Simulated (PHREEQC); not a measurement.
Make-up at 20 °C: 0.003 mol/kgw NH4HF2, 0.00015 mol/kgw (NH4)2SiF6 and 0.00066 mol/kgw H3AsO4. Closed to the air; pH follows from the charge balance.

The numbers come from PHREEQC with the ion-association model, wateq4f.dat.

Precipitation was switched off in this run.

Q: Order these F species by the share of F that they hold, largest first: HF2-, H2F2, F-, HF, SiF6-2.

A: F- (45 %), HF (40 %), SiF6-2 (13 %), HF2- (0.92 %), H2F2 (0.69 %)

The pH is 3.16 and the ionic strength 0.00419 mol/kgw. SiF6-2 is the database's only silicon fluoride.
